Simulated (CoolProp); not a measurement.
Saturation properties of water.

Computed with CoolProp (reference Helmholtz-energy equation of state, Wagner 2002).

```csv
T (°C),p (MPa),vapour density (kg/m³),liquid conductivity (mW/(m K))
131.75,0.2847,1.572,683
151.85,0.5003,2.669,681
172.05,0.8322,4.320,675
192.25,1.318,6.704,665
212.45,2.003,10.06,651
232.65,2.935,14.68,634
252.85,4.171,20.98,614
272.95,5.761,29.49,590
293.15,7.789,41.22,563
313.35,10.32,57.71,531
333.55,13.46,82.18,495
353.75,17.30,123.5,452
```

It boils at 100.0 °C under 1 atm.

Thermal conductivity comes from a separate model (Huber 2012).
